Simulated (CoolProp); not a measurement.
Computed with CoolProp (reference Helmholtz-energy equation of state, Thol 2014).

Task: Give the vapour pressure (bar), liquid density (kg/m³), vapour density (kg/m³) of saturated diethyl ether at 435.2 K.

Result: 
| T (K) | p (bar) | liquid density (kg/m³) | vapour density (kg/m³) |
|---|---|---|---|
| 435.2 | 22.0 | 488 | 73.1 |
